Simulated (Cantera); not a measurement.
# Hydrocarbon pyrolysis for carbon deposition

A perfectly stirred reactor is fed with 9.60 % C3H8, 90.2 % H2, 0.163 % N2, at 9.87e-5 atm; it is held at 1350 K, and followed from long to short residence time.

Model: GRI-Mech 3.0 (53 species, 325 reactions), integrated in Cantera. GRI-Mech 3.0 was tuned for natural gas; its chemistry of propane as a main component is partial and can be far from experiment. GRI-Mech 3.0 stops at C3 and has no aromatics, soot or wall deposition, so with more carbon than oxygen in the feed, carbon stays in small species such as C2H2 where larger ones or solid carbon would form. Radical loss at walls, strong at low pressure, is not modelled.

```json
[
 {"τ (s)": "0.61", "x C3H8": "0.0111", "x H2": "0.830", "x H": "0.00120", "x CH4": "0.0800", "x C2H": "1.54e-8", "x CH3": "0.00481"},
 {"τ (s)": "0.26", "x C3H8": "0.0222", "x H2": "0.838", "x H": "0.00123", "x CH4": "0.0671", "x C2H": "6.85e-9", "x CH3": "0.00684"},
 {"τ (s)": "0.11", "x C3H8": "0.0451", "x H2": "0.857", "x H": "0.000963", "x CH4": "0.0432", "x C2H": "1.24e-9", "x CH3": "0.00824"},
 {"τ (s)": "0.049", "x C3H8": "0.0731", "x H2": "0.882", "x H": "0.000550", "x CH4": "0.0171", "x C2H": "7.32e-11", "x CH3": "0.00649"},
 {"τ (s)": "0.021", "x C3H8": "0.0891", "x H2": "0.896", "x H": "0.000259", "x CH4": "0.00380", "x C2H": "1.69e-12", "x CH3": "0.00323"},
 {"τ (s)": "0.0093", "x C3H8": "0.0939", "x H2": "0.901", "x H": "0.000122", "x CH4": "0.000693", "x C2H": "<1e-12", "x CH3": "0.00132"},
 {"τ (s)": "0.0040", "x C3H8": "0.0954", "x H2": "0.902", "x H": "5.24e-5", "x CH4": "0.000110", "x C2H": "<1e-12", "x CH3": "0.000483"},
 {"τ (s)": "0.0018", "x C3H8": "0.0958", "x H2": "0.902", "x H": "2.02e-5", "x CH4": "1.98e-5", "x C2H": "<1e-12", "x CH3": "0.000194"}
]
```
x: mole fraction; the columns are a selection and need not sum to one.
